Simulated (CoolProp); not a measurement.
Vapour-liquid equilibrium of R134a (1) + R141b (2) at -56.35 °C; x and y are mole fractions of (1).

The numbers come from the multi-fluid Helmholtz-energy mixture model, Tillner-Roth 1994 and Lemmon 2006; pair parameters Bell 2016 in CoolProp.

```tsv
x	bubble pressure, mixture model (MPa)	bubble pressure, Raoult's law (MPa)	y, mixture model	y, Raoult's law
0.05	0.002918	0.001907	0.690	0.526
0.2	0.007905	0.004775	0.901	0.841
0.35	0.01148	0.007644	0.941	0.919
0.5	0.01391	0.01051	0.958	0.955
0.65	0.01569	0.01338	0.969	0.975
0.8	0.01731	0.01625	0.979	0.988
0.95	0.01926	0.01912	0.993	0.998
```

The largest gap from Raoult's law is +65.5 % in bubble pressure, at x = 0.2. No azeotrope shows between x = 0.05 and 0.95.

Pair parameters are fitted to limited data, so mixtures are less certain than the pure fluids. With so large a gap from Raoult's law the liquid may split in two, which this calculation doesn't test in full.
